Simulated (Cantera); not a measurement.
**NO annealing gas**

An isothermal, constant-pressure homogeneous reactor starts with 17.2 % NO, 82.8 % N2, at 1775 K and 1430 Torr.

Detailed kinetics in Cantera: GRI-Mech 3.0 (53 species, 325 reactions).

```json
[
 {"t (s)": "0.000800", "x NO": "0.172", "x N2O": "6.15e-6", "x O": "6.72e-7", "x NO2": "9.65e-6", "x N2": "0.828", "x O2": "1.40e-7"},
 {"t (s)": "0.00283", "x NO": "0.172", "x N2O": "1.16e-5", "x O": "2.08e-6", "x NO2": "3.69e-5", "x N2": "0.828", "x O2": "4.61e-6"},
 {"t (s)": "0.0100", "x NO": "0.172", "x N2O": "1.29e-5", "x O": "3.23e-6", "x NO2": "6.05e-5", "x N2": "0.828", "x O2": "6.93e-5"},
 {"t (s)": "0.0355", "x NO": "0.172", "x N2O": "1.28e-5", "x O": "3.44e-6", "x NO2": "6.46e-5", "x N2": "0.828", "x O2": "0.000343"},
 {"t (s)": "0.126", "x NO": "0.170", "x N2O": "1.25e-5", "x O": "4.06e-6", "x NO2": "7.58e-5", "x N2": "0.829", "x O2": "0.00130"},
 {"t (s)": "0.445", "x NO": "0.163", "x N2O": "1.16e-5", "x O": "5.69e-6", "x NO2": "0.000103", "x N2": "0.832", "x O2": "0.00460"},
 {"t (s)": "1.58", "x NO": "0.142", "x N2O": "8.83e-6", "x O": "9.02e-6", "x NO2": "0.000144", "x N2": "0.843", "x O2": "0.0148"},
 {"t (s)": "5.58", "x NO": "0.0952", "x N2O": "4.02e-6", "x O": "1.39e-5", "x NO2": "0.000150", "x N2": "0.866", "x O2": "0.0384"},
 {"t (s)": "19.8", "x NO": "0.0372", "x N2O": "7.81e-7", "x O": "1.82e-5", "x NO2": "7.70e-5", "x N2": "0.895", "x O2": "0.0675"},
 {"t (s)": "70.0", "x NO": "0.00770", "x N2O": "2.43e-7", "x O": "2.01e-5", "x NO2": "1.76e-5", "x N2": "0.910", "x O2": "0.0823"}
]
```
x: mole fraction; the columns are a selection and need not sum to one.

Equilibrium at this temperature and pressure: NO 0.00262, N2O 2.24e-7, O 2.04e-5, NO2 6.06e-6, N2 0.912, O2 0.0849 (gas phase only).
